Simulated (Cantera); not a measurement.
Charge: 1 mol Cu, 0.067 mol H2O, 6.1 mol CO, at 727 °C and 48.0 Pa.

Equilibrium computed with Cantera from the NASA thermochemical tables; the gas is ideal and each condensed phase is pure. Candidate condensed phases: C, C6H6, C7H8, C8H18, Cu, CuO, Cu(OH)2, Cu2O, H2O; 113 gas species. The numbers say what is thermodynamically allowed, not how fast it happens.

### Question
What is the equilibrium state?

### Answer
```
Quantity                                   Result
--------------------------------------  ---------
x(CO)                                       0.978
x(CO2)                                     0.0108
x(H2)                                      0.0108
x(H2O)                                    8.28e-5
n(Cu(s))                                 1.00 mol
gas amount                              6.167 mol
log10 activity of C(graphite) (absent)      -1.62
log10 activity of Cu(OH)2(s) (absent)      -19.27
```
